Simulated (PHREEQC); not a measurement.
Consider water at 82 °C with 0.22 mol/kgw H2SO4, 0.00038 mol/kgw LiCl and 0.28 mol/kgw MnSO4. Closed to the air; pH follows from the charge balance.

The numbers come from PHREEQC with the ion-association model, phreeqc.dat.

No solid was allowed to form.

### Question
Estimate the pH, ionic strength, density.

### Answer
pH 1.14; ionic strength 0.676 mol/kgw; density 1.019 g/cm³.

### Question
In which forms is Mn present?

### Answer
Mn+2 62 %, MnSO4 38 % of the Mn.

Constants without temperature data keep their 25 °C values here.
